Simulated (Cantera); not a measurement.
A closed system holds: 1 mol BaF2, 1 mol H2O, 6.6 mol N2, 5 mol H2, equilibrated at 1375 K and 0.00133 bar.

Method: chemical equilibrium by Gibbs-energy minimisation in Cantera with the NASA 1993 tables (ideal gas, pure condensed phases). Candidate condensed phases: Ba, BaF2, BaO, Ba(OH)2, H2O; 45 gas species. Mutual solubility and eutectic melting of coexisting phases are not modelled. Rates play no part.

Base state: N2 0.522, H2 0.395, H2O 0.0776, HF 0.00303, BaF2 0.00170, H 5.90e-5, BaF 4.25e-5, Ba(OH)2 2.57e-5 (mole fractions); condensed: BaF2(s) + BaO(s).

Q: What changes in the equilibrium state with this change: pressure from 0.00133 bar to 0.00770 bar?

A: 
```tsv
species	before	after
N2	0.522	0.523
H2	0.395	0.396
H2O	0.0776	0.0786
HF	0.00303	0.00127
BaF2	0.00170	0.000294
BaF	4.25e-5	7.33e-6
H	5.90e-5	2.46e-5
Ba(OH)2	2.57e-5	2.60e-5
BaF2(s), mol	0.959	0.988
BaO(s), mol	0.0185	0.00761
```

Q: What changes in the equilibrium state with this change: H2O from 1 to 11 mol?

A: 
```json
[
 {"species": "H2O", "before": "0.0776", "after": "0.480"},
 {"species": "N2", "before": "0.522", "after": "0.290"},
 {"species": "H2", "before": "0.395", "after": "0.220"},
 {"species": "BaF2", "before": "0.00170", "after": "0.00170"},
 {"species": "Ba(OH)2", "before": "2.57e-5", "after": "0.000159"},
 {"species": "BaF", "before": "4.25e-5", "after": "1.28e-5"},
 {"species": "HF", "before": "0.00303", "after": "0.00753"},
 {"species": "BaF2(s), mol", "before": "0.959", "after": "0.876"},
 {"species": "BaO(s), mol", "before": "0.0185", "after": "0.0818"}
]
```
